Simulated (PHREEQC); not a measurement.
**Arsenic or selenium liquor**

Make-up at 25 °C: 0.016 mol/kgw H3AsO4, 0.2 mol/kgw NaOH and 0.0041 mol/kgw CuSO4. Closed to the air; pH follows from the charge balance.

The numbers come from PHREEQC with the ion-association model, wateq4f.dat.

```json
{
  "pH": "12.98",
  "ionic_strength": "0.253 mol/kgw",
  "activity_of_water": "0.994",
  "total_alkalinity": "184 meq/kg"
}
```

| species | molality | activity | log γ |
|---|---|---|---|
| Na+ | 0.199 | 0.146 | -0.135 |
| OH- | 0.138 | 0.0948 | -0.163 |
| AsO4-3 | 0.0158 | 0.00103 | -1.188 |
| SO4-2 | 0.00324 | 0.000867 | -0.572 |
| Cu(OH)4-2 | 0.00279 | 0.000826 | -0.528 |
| NaSO4- | 0.000865 | 0.000633 | -0.136 |
| Cu(OH)2 | 0.000723 | 0.000766 | 0.025 |

Precipitation was switched off in this run. Saturation is exceeded, for instance for Cu(OH)2, Tenorite (slow to form); the values hold only as long as no solid forms. The database has no arsenate complexes of Cu. The database's constant for dissolved Cu(OH)2 is higher than later reviews accept.
